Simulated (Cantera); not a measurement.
An adiabatic, constant-volume homogeneous reactor starts with H2 : O2 : N2 = 1 : 1.52 : 5.7 (molar parts), equivalence ratio 0.33, at 975 K and 2.60 bar. Integrator tolerance rtol = 1e-08.

Computed with Cantera and the H2/O2 subset of GRI-Mech 3.0, which has no nitrogen chemistry. The hydrogen kinetics of GRI-Mech 3.0 are dated; newer H2 mechanisms differ, most at raised pressure.

Problem. What does this change do: initial temperature 975 to 1398 K?

Solution. 
```json
[
 {"quantity": "time of steepest temperature rise", "before": "33.1 ms", "after": "8.67 µs"},
 {"quantity": "temperature at 0.400 s", "before": "2078 K", "after": "2406 K"},
 {"quantity": "equilibrium temperature", "before": "2078 K", "after": "2406 K"},
 {"quantity": "x(H2) at 0.400 s", "before": "7.94e-5 (gas-phase equilibrium 7.94e-5)", "after": "0.000630 (gas-phase equilibrium 0.000630)"},
 {"quantity": "x(O2) at 0.400 s", "before": "0.131 (gas-phase equilibrium 0.131)", "after": "0.129 (gas-phase equilibrium 0.129)"},
 {"quantity": "x(O) at 0.400 s", "before": "0.000190 (gas-phase equilibrium 0.000190)", "after": "0.00158 (gas-phase equilibrium 0.00158)"},
 {"quantity": "x(OH) at 0.400 s", "before": "0.00198 (gas-phase equilibrium 0.00198)", "after": "0.00739 (gas-phase equilibrium 0.00739)"},
 {"quantity": "x(H2O2) at 0.400 s", "before": "2.53e-7 (gas-phase equilibrium 2.53e-7)", "after": "5.27e-7 (gas-phase equilibrium 5.27e-7)"},
 {"quantity": "x(H2O) at 0.400 s", "before": "0.128 (gas-phase equilibrium 0.128)", "after": "0.125 (gas-phase equilibrium 0.125)"},
 {"quantity": "x(HO2) at 0.400 s", "before": "4.62e-6 (gas-phase equilibrium 4.62e-6)", "after": "1.24e-5 (gas-phase equilibrium 1.24e-5)"}
]
```

Problem. What does this change do: N2 5.7 to 17 parts?

Solution. 
```
quantity                                                              before                                    after
---------------------------------  -----------------------------------------  ---------------------------------------
time of steepest temperature rise                                    33.1 ms                                  58.6 ms
temperature at 0.400 s                                                2078 K                                   1466 K
equilibrium temperature                                               2078 K                                   1466 K
x(H2) at 0.400 s                     7.94e-5 (gas-phase equilibrium 7.94e-5)  1.39e-7 (gas-phase equilibrium 1.39e-7)
x(O2) at 0.400 s                         0.131 (gas-phase equilibrium 0.131)    0.0536 (gas-phase equilibrium 0.0536)
x(O) at 0.400 s                    0.000190 (gas-phase equilibrium 0.000190)  3.02e-7 (gas-phase equilibrium 3.02e-7)
x(OH) at 0.400 s                     0.00198 (gas-phase equilibrium 0.00198)  2.14e-5 (gas-phase equilibrium 2.14e-5)
x(H2O2) at 0.400 s                   2.53e-7 (gas-phase equilibrium 2.53e-7)  4.04e-9 (gas-phase equilibrium 4.04e-9)
x(H2O) at 0.400 s                        0.128 (gas-phase equilibrium 0.128)    0.0526 (gas-phase equilibrium 0.0526)
x(HO2) at 0.400 s                    4.62e-6 (gas-phase equilibrium 4.62e-6)  5.51e-8 (gas-phase equilibrium 5.51e-8)
```
